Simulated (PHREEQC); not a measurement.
Make-up at 25 °C: 0.14 mol/kgw ZnSO4, 0.098 mol/kgw MgSO4 and 0.21 mol/kgw H2SO4. Closed to the air; pH follows from the charge balance.

Equilibrium calculation in PHREEQC: ion-association model, phreeqc.dat.

This is a speciation only: nothing precipitates in the calculation.

Q: Estimate the pH, ionic strength, density.

A: pH 0.88; ionic strength 0.666 mol/kgw; density 1.042 g/cm³.

Q: In which forms is S present?

A: HSO4- 55 %, SO4-2 17 %, MgSO4 9.9 %, ZnSO4 9.7 %, Zn(SO4)2-2 8.4 % of the S.
